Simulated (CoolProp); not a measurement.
Vapour pressure (MPa) of R245fa: the reference equation beside estimates from Tc = 427.0 K, pc = 3.651 MPa, ω = 0.378.

The numbers come from the reference Helmholtz-energy equation of state, Akasaka 2015 in CoolProp.

```csv
T (K),reference,Lee-Kesler,van der Waals,Redlich-Kwong,Soave-Redlich-Kwong,Peng-Robinson
192.3,0.0001849,0.0001803,?,0.001706,0.0001868,0.0002174
215.9,0.001646,0.001599,0.1094,0.009611,0.001642,?
239.6,0.008869,0.008685,0.2130,0.03566,0.008822,0.009289
263.3,0.03332,0.03299,0.3707,0.09903,0.03319,?
287,0.09655,0.09645,0.5929,0.2244,0.09647,?
310.7,0.2311,0.2318,0.8890,0.4389,0.2317,0.2306
334.4,?,0.4809,1.267,0.7700,0.4825,?
358,0.8893,0.8904,1.732,1.242,0.8988,?
381.7,1.524,1.522,2.294,1.882,1.543,1.525
405.4,?,2.450,2.956,2.712,2.481,2.463
```

**Question.** What belongs in the gaps?

**Answer.** 
- 192.3, van der Waals: 0.04822
- 215.9, Peng-Robinson: 0.001800
- 263.3, Peng-Robinson: 0.03401
- 287, Peng-Robinson: 0.09709
- 334.4, reference: 0.4792
- 334.4, Peng-Robinson: 0.4771
- 358, Peng-Robinson: 0.8868
- 405.4, reference: 2.453

Absolute difference from the reference over all 10 rows, mean and median: Lee-Kesler 1.0 and 0.3 %, van der Waals 3696.9 and 399.4 %, Redlich-Kwong 216.3 and 111.2 %, Soave-Redlich-Kwong 0.7 and 0.6 %, Peng-Robinson 3.6 and 0.5 %.
